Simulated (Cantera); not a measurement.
Sublimation and decomposition of ceramics: Si₃N₄ + C + N₂

Charge: 1 mol Si₃N₄, 0.32 mol C, 0.01 mol N₂, equilibrated at 96.0 mbar.

These are equilibrium values from Cantera (NASA tables, ideal gas, pure condensed phases), not measurements of a reactor. Candidate condensed phases: C, Si, SiC, Si₃N₄; 32 gas species. Ions and electrons are included (thermal ionisation). Mutual solubility and eutectic melting of coexisting phases are not modelled. The tables' values for SiN are old estimates; treat these amounts as uncertain. Rates play no part.

```tsv
T (K)	x N₂	x Si	x Si₂C	x N	x C	x SiC₂	x CN	x Si₂	n Si(l)	n SiC(s)
2000	0.999	0.000454	1.24e-5	2.91e-9	1.74e-11	5.65e-8	9.99e-8	4.70e-6	2.68	0.320
2250	0.993	0.00617	0.000428	7.19e-8	4.73e-9	1.11e-5	4.10e-6	0.000109	2.66	0.319
2500	0.938	0.0495	0.00707	9.14e-7	4.15e-7	0.000736	7.72e-5	0.00132	2.54	0.302
2750	0.628	0.270	0.0627	6.14e-6	1.46e-5	0.0185	0.000646	0.0100	1.57	0
3000	0.416	0.514	0.0306	2.90e-5	0.000105	0.0172	0.00135	0.0117	0	0
3250	0.402	0.547	0.00980	0.000126	0.000863	0.0238	0.00457	0.00501	0	0
3500	0.392	0.560	0.00284	0.000448	0.00428	0.0204	0.0106	0.00229	0	0
3750	0.381	0.566	0.000755	0.00134	0.0136	0.0111	0.0175	0.00113	0	0
4000	0.372	0.566	0.000171	0.00349	0.0273	0.00345	0.0199	0.000600	0	0
4250	0.367	0.563	3.45e-5	0.00819	0.0384	0.000706	0.0169	0.000338	0	0
4500	0.361	0.558	7.21e-6	0.0174	0.0451	0.000130	0.0127	0.000201	0	0
4750	0.349	0.550	1.66e-6	0.0341	0.0490	2.52e-5	0.00924	0.000125	0	0
5000	0.331	0.539	4.19e-7	0.0615	0.0511	5.34e-6	0.00661	7.99e-5	0	0
```
x: gas mole fraction; n: condensed amount in mol.

From 2000 K to 2500 K the condensed part is Si(l) + SiC(s). At 2750 K the condensed part is Si(l). From 3000 K to 5000 K nothing is condensed. The main Si-bearing gas is Si throughout.
